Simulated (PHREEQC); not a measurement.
Dissolve 1.8 mol/kgw KOH and 0.92 mol/kgw KCl at 20 °C. It is in equilibrium with CO2 at log p = -1 (atm). Otherwise closed; pH follows from the charge balance.

All values are PHREEQC results (Pitzer model, pitzer.dat), not measurements.

```
quantity                   before    after
------------------------  -------  -------
pH                           8.65     8.43
ionic strength (mol/kgw)     2.90     1.88
CO3-2 (mol/kgw)             0.184   0.0557
CO2 (mol/kgw)             0.00299  0.00328
```

**Question.** Which change was made?
A. KOH from 1.8 to 0.9 mol/kgw
B. diluted 2-fold with water
C. 0.03 mol/kgw CO2 added
D. temperature from 20 to 45 °C
E. KCl left out

**Answer.** A, KOH from 1.8 to 0.9 mol/kgw

No solid was allowed to form. In brines, pH and single-ion activities rest on the MacInnes convention.
